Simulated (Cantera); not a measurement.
A closed system holds: 1 mol SiO2, 20 mol CO, 0.26 mol N2, 2.3 mol C, equilibrated at 1648 K.

Method: chemical equilibrium by Gibbs-energy minimisation in Cantera with the NASA 1993 tables (ideal gas, pure condensed phases). Candidate condensed phases: C, Si, SiC, SiO2, Si2N2O, Si3N4; 34 gas species. Mutual solubility and eutectic melting of coexisting phases are not modelled. The tables hold silica as quartz up to 1696 K and as liquid above; real silica turns to tridymite and cristobalite and melts near 1996 K. Kinetics and transport are ignored.

**Question.** Which condensed phases are stable at each of these points (P (Pa)): 10, 42, 180, 750, 3200, 13000, 56000, 240000, 1000000?

**Answer.** 
```csv
P (Pa),condensed phases,Si condensed (%)
10,SiC(s),64.9
42,SiC(s),65.0
180,SiC(s),65.0
750,SiC(s),65.0
3200,SiC(s),65.0
13000,SiC(s) + SiO2(β-quartz) + Si2N2O(s),87.1
56000,C(graphite) + SiO2(β-quartz),99.2
240000,C(graphite) + SiO2(β-quartz),100.0
1000000,C(graphite) + SiO2(β-quartz),100.0
```

From 10.0 Pa to 32.0 mbar the condensed part is SiC(s). At 0.130 bar the condensed part is SiC(s) + SiO2(β-quartz) + Si2N2O(s). From 0.560 bar to 10.0 bar the condensed part is C(graphite) + SiO2(β-quartz).
